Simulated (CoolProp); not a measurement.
Properties of benzene along the isotherm 422.7 K.

Computed with CoolProp (reference Helmholtz-energy equation of state, Thol 2012).

| p (MPa) | phase | speed of sound (m/s) | isothermal compressibility (1/MPa) | fugacity coefficient |
|---|---|---|---|---|
| 1.53 | liquid | 771.0 | 0.003150 | 0.3484 |
| 3.07 | liquid | 787.1 | 0.002993 | 0.1819 |
| 4.6 | liquid | 802.4 | 0.002854 | 0.1271 |
| 6.13 | liquid | 817.0 | 0.002729 | 0.09988 |
| 7.67 | liquid | 831.3 | 0.002615 | 0.08359 |
| 9.2 | liquid | 844.9 | 0.002512 | 0.07293 |
| 10.7 | liquid | 857.9 | 0.002420 | 0.06556 |
| 12.3 | liquid | 871.2 | 0.002329 | 0.05979 |
